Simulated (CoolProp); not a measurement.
Properties of fluorine along the isotherm 300 K.

Computed with CoolProp (reference Helmholtz-energy equation of state, de Reuck 1990).

```
p (kPa)          phase  density (kg/m³)  cp (kJ/(kg K))  cv (kJ/(kg K))
-------  -------------  ---------------  --------------  --------------
819                gas            12.52          0.8320          0.6061
1640               gas            25.15          0.8396          0.6065
2460               gas            37.84          0.8474          0.6070
3270               gas            50.46          0.8552          0.6076
4090               gas            63.30          0.8631          0.6083
4910               gas            76.20          0.8711          0.6091
5730     supercritical            89.14          0.8792          0.6100
6550     supercritical            102.1          0.8873          0.6111
7370     supercritical            115.1          0.8954          0.6122
8190     supercritical            128.1          0.9036          0.6133
9010     supercritical            141.1          0.9118          0.6146
9820     supercritical            153.9          0.9200          0.6158
10600    supercritical            166.2          0.9279          0.6171
11500    supercritical            180.3          0.9370          0.6186
12300    supercritical            192.9          0.9452          0.6199
13100    supercritical            205.4          0.9535          0.6212
```
